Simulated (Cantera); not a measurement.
**Pyrogenic steam for wet oxidation**

An isothermal, constant-pressure homogeneous reactor starts with H2 : O2 : N2 = 1.7 : 1 : 3.9 (molar parts), equivalence ratio 0.85, at 1273 K and 390 Torr.

Computed with Cantera and GRI-Mech 3.0 (53 species, 325 reactions). The temperature is held fixed by assumption; the heat of reaction is taken as removed at once.

```json
[
 {"t (s)": "3.00e-5", "x H2": "0.258", "x O2": "0.151", "x NO2": "<1e-12", "x NO": "<1e-12", "x N2O": "3.21e-12", "x O": "6.56e-6"},
 {"t (s)": "0.000107", "x H2": "0.0286", "x O2": "0.0443", "x NO2": "9.91e-10", "x NO": "1.03e-5", "x N2O": "3.64e-8", "x O": "0.00890"},
 {"t (s)": "0.000382", "x H2": "0.00503", "x O2": "0.0281", "x NO2": "5.66e-9", "x NO": "1.42e-5", "x N2O": "6.45e-8", "x O": "0.000776"},
 {"t (s)": "0.00136", "x H2": "0.000489", "x O2": "0.0262", "x NO2": "4.94e-8", "x NO": "1.43e-5", "x N2O": "9.10e-8", "x O": "5.81e-5"},
 {"t (s)": "0.00486", "x H2": "4.07e-5", "x O2": "0.0261", "x NO2": "1.36e-7", "x NO": "1.42e-5", "x N2O": "1.03e-7", "x O": "5.23e-6"},
 {"t (s)": "0.0173", "x H2": "4.44e-6", "x O2": "0.0261", "x NO2": "1.12e-7", "x NO": "1.42e-5", "x N2O": "1.06e-7", "x O": "7.55e-7"},
 {"t (s)": "0.0618", "x H2": "8.22e-7", "x O2": "0.0261", "x NO2": "5.78e-8", "x NO": "1.43e-5", "x N2O": "1.03e-7", "x O": "1.62e-7"},
 {"t (s)": "0.220", "x H2": "2.38e-7", "x O2": "0.0261", "x NO2": "4.00e-8", "x NO": "1.43e-5", "x N2O": "8.55e-8", "x O": "4.71e-8"},
 {"t (s)": "0.786", "x H2": "1.40e-7", "x O2": "0.0261", "x NO2": "4.34e-8", "x NO": "1.43e-5", "x N2O": "4.22e-8", "x O": "2.53e-8"},
 {"t (s)": "2.80", "x H2": "1.36e-7", "x O2": "0.0261", "x NO2": "4.40e-8", "x NO": "1.43e-5", "x N2O": "7.18e-9", "x O": "2.43e-8"},
 {"t (s)": "10.0", "x H2": "1.36e-7", "x O2": "0.0261", "x NO2": "4.40e-8", "x NO": "1.43e-5", "x N2O": "4.89e-9", "x O": "2.42e-8"}
]
```
x: mole fraction; the columns are a selection and need not sum to one.

Equilibrium at this temperature and pressure: H2 1.36e-7, O2 0.0260, NO2 3.34e-7, NO 0.000109, N2O 4.88e-9, O 2.42e-8 (gas phase only).
